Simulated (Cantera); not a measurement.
Cantera run:

```python
import numpy as np
import cantera as ct

gas_names = """
    H HO2 H2 H2O H2O2 O OH O2 O3
""".split()
cond_names = """
    H2O(s) H2O(L)
""".split()


def load(file, names, dense=False):
    # The tables refer to 1 bar. Condensed volumes are neglected.
    table = {s.name: s for s in ct.Species.list_from_file(file)}
    out = []
    for n in names:
        d = dict(table[n].input_data)
        d["thermo"] = dict(d["thermo"], **{"reference-pressure": 1e5})
        if dense:
            d["equation-of-state"] = {"model": "constant-volume", "density": "1e6 g/cm^3"}
        out.append(ct.Species.from_dict(d))
    return out


gas = ct.Solution(thermo="ideal-gas", species=load("nasa_gas.yaml", gas_names))
cond = {s.name: ct.Solution(thermo="fixed-stoichiometry", species=[s], name=s.name)
        for s in load("nasa_condensed.yaml", cond_names, dense=True)}
atoms = {
    'H2O': {'H': 2, 'O': 1},
    'O2': {'O': 2},
    'H2': {'H': 2},
}
top_T = {}  # K; cautious upper limits of use, not melting points


def equilibrate(T, P, feed):
    n = {}
    for name, mol in feed.items():
        for a, k in atoms[name].items():
            n[a] = n.get(a, 0.0) + k * mol
    gas.TPX = T, P, n
    mass = sum(n.values()) * gas.mean_molecular_weight
    gas.equilibrate("TP")
    valid = [c for c in cond.values() if c.min_temp <= T <= top_T.get(c.name, c.max_temp)]
    mix = ct.Mixture([(gas, mass / gas.mean_molecular_weight)] + [(c, 0.0) for c in valid])
    mix.T, mix.P = T, P
    mix.equilibrate("TP", solver="vcs", rtol=1e-11, max_steps=5000)
    return mix


results = []
feed = {'H2O': 1, 'O2': 0.022, 'H2': 0.29}  # mol
P = 100000  # Pa
for T in [1848, 1948, 2048, 2148, 2248, 2348, 2448, 2548, 2648, 2748, 2848, 2948, 3048]:
    mix = equilibrate(T, P, feed)
    results.append((T, P, feed, dict(zip(mix.species_names, mix.species_moles))))

top = {s: max(r[3][s] / sum(r[3][g] for g in gas_names) for r in results) for s in gas_names}
cols = sorted((s for s in top if top[s] > 0.0001), key=lambda s: -top[s])[:9]
seen = [c for c in cond_names if any(r[3].get(c, 0) > 1e-12 for r in results)]
print("log10 of partial pressures in bar; condensed amounts in mol")
print(f"{'T/K':>10s}" + "".join(f"{s[:9]:>10s}" for s in cols + seen))
for T, P, feed, n in results:
    ng = sum(n[g] for g in gas_names)
    print(f"{T:10.4g}" + "".join(f"{np.log10(max(n[s] / ng * P / 1e5, 1e-99)):10.3f}" for s in cols)
          + "".join(f"{n.get(c, 0):10.4g}" for c in seen))
```

It prints:

```
log10 of partial pressures in bar; condensed amounts in mol
       T/K       H2O        H2         H        OH        O2         O
      1848    -0.092    -0.720    -3.636    -4.141    -6.903    -7.174
      1948    -0.092    -0.720    -3.307    -3.723    -6.174    -6.439
      2048    -0.092    -0.721    -3.010    -3.345    -5.516    -5.776
      2148    -0.093    -0.721    -2.741    -3.003    -4.919    -5.174
      2248    -0.094    -0.722    -2.495    -2.692    -4.375    -4.626
      2348    -0.096    -0.723    -2.270    -2.408    -3.880    -4.125
      2448    -0.100    -0.723    -2.062    -2.150    -3.429    -3.667
      2548    -0.106    -0.722    -1.871    -1.915    -3.022    -3.249
      2648    -0.116    -0.718    -1.691    -1.704    -2.661    -2.870
      2748    -0.133    -0.709    -1.522    -1.518    -2.350    -2.531
      2848    -0.157    -0.694    -1.362    -1.358    -2.090    -2.230
      2948    -0.191    -0.676    -1.210    -1.222    -1.882    -1.966
      3048    -0.237    -0.657    -1.067    -1.110    -1.720    -1.736
```

Method: chemical equilibrium by Gibbs-energy minimisation in Cantera with the NASA 1993 tables (ideal gas, pure condensed phases).
